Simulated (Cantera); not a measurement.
A perfectly stirred reactor is fed with CO : H2 : CH4 : O2 : N2 = 1 : 0.99 : 0.13 : 2.85 : 10.7 (molar parts), equivalence ratio 0.44, at 7.20 bar; it is adiabatic with a 475 K inlet, and is followed from long to short residence time, starting on the burning branch (τ in s: 0.25, 0.088, 0.03, 0.011, 0.0037, 0.0013, 0.00044, 0.00015, 5.3e-05, 1.8e-05).

Cantera simulation using GRI-Mech 3.0 (53 species, 325 reactions); the numbers are that mechanism's predictions, not measurements.

x: mole fraction; the columns are a selection and need not sum to one.

```csv
τ (s),T (K),x CO,x H2,x CH4,x CH2,x N2O
0.25,1682,7.67e-5,8.65e-6,…,2.64e-10,5.70e-7
0.088,1681,0.000165,1.73e-5,…,7.43e-10,9.22e-7
0.030,1679,0.000353,3.58e-5,…,2.10e-9,1.58e-6
0.011,1675,0.000712,7.08e-5,…,5.31e-9,2.47e-6
0.0037,1667,0.00152,0.000149,…,1.39e-8,3.42e-6
0.0013,1652,0.00320,0.000308,…,3.28e-8,3.74e-6
0.00044,1617,0.00714,0.000683,…,7.35e-8,3.27e-6
0.00015,1509,0.0198,0.00212,…,1.36e-7,1.97e-6
5.3e-5,475,0.0638,0.0632,0.00830,<1e-12,<1e-12
1.8e-5,475,0.0638,0.0632,0.00830,<1e-12,<1e-12
```

Problem. Some entries are withheld; supply them.

Solution. 
- 0.25, x CH4: 6.22e-7
- 0.088, x CH4: 1.32e-6
- 0.030, x CH4: 2.74e-6
- 0.011, x CH4: 5.33e-6
- 0.0037, x CH4: 1.10e-5
- 0.0013, x CH4: 2.24e-5
- 0.00044, x CH4: 5.04e-5
- 0.00015, x CH4: 0.000176
